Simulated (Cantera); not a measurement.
An adiabatic, constant-pressure homogeneous reactor starts with CH₄ : O₂ : N₂ = 1 : 2.22 : 8.36 (molar parts), equivalence ratio 0.90, at 1200 K and 19.0 bar.

Cantera simulation using GRI-Mech 3.0 (53 species, 325 reactions); the numbers are that mechanism's predictions, not measurements. The pressure lies above the range GRI-Mech 3.0 was tuned for (to about 10 atm).

Predict: time of steepest temperature rise; temperature at 0.800 s; equilibrium temperature; x(O₂) at 0.800 s; x(H₂O₂) at 0.800 s; x(O) at 0.800 s; x(H₂O) at 0.800 s; x(N₂O) at 0.800 s.

time of steepest temperature rise: 2.23 ms
temperature at 0.800 s: 2722 K
equilibrium temperature: 2722 K
x(O₂) at 0.800 s: 0.0198 (gas-phase equilibrium 0.0198)
x(H₂O₂) at 0.800 s: 1.08e-6 (gas-phase equilibrium 1.08e-6)
x(O) at 0.800 s: 0.00129 (gas-phase equilibrium 0.00129)
x(H₂O) at 0.800 s: 0.161 (gas-phase equilibrium 0.161)
x(N₂O) at 0.800 s: 2.22e-6 (gas-phase equilibrium 2.22e-6)
